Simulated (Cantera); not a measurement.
# Boron, boron nitride and boron oxide: B + H2O

Charge: 1 mol B, 8.2 mol H2O, equilibrated at 1173 K and 1.00 bar.

Cantera equilibrium calculation (NASA polynomials, part measured and part estimated; ideal gas, pure solids and liquids). Candidate condensed phases: B, B2O3, B3O3H3, H2O; 23 gas species. Gases not in the tables: H3BO3. Rates play no part.

| Property | Value |
|---|---|
| x(H2O) | 0.806 |
| x(H2) | 0.184 |
| x((HBO2)3) | 0.00938 |
| x(HBO2) | 0.000504 |
| n(B2O3(l)) | 0.383 mol |
| gas amount | 8.164 mol |
| log10 activity of B(s) (absent) | -10.59 |
| log10 activity of B3O3H3(s) (absent) | -17.72 |
